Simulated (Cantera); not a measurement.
A closed system holds: 1 mol Cr, a varied amount of NH3, 17 mol H2, equilibrated at 1325 K and 1 atm.

Equilibrium computed with Cantera from the NASA thermochemical tables; the gas is ideal and each condensed phase is pure. Candidate condensed phases: Cr, CrN, Cr2N; 11 gas species. Mutual solubility and eutectic melting of coexisting phases are not modelled. Rates play no part.

Problem. Which condensed phases are stable at each of these points (n(NH3) (mol)): 0.14, 0.31, 0.48, 0.66, 0.83, 1, 1.2, 1.4?

Solution. 
```
n(NH3) (mol)  condensed phases  Cr condensed (%)
------------  ----------------  ----------------
0.14                     Cr(s)             100.0
0.31           Cr(s) + Cr2N(s)             100.0
0.48           Cr(s) + Cr2N(s)             100.0
0.66                   Cr2N(s)             100.0
0.83                   Cr2N(s)             100.0
1                      Cr2N(s)             100.0
1.2                    Cr2N(s)             100.0
1.4                    Cr2N(s)             100.0
```

At 0.14 mol NH3 the condensed part is Cr(s). From 0.31 mol NH3 to 0.48 mol NH3 the condensed part is Cr(s) + Cr2N(s). From 0.66 mol NH3 to 1.4 mol NH3 the condensed part is Cr2N(s).
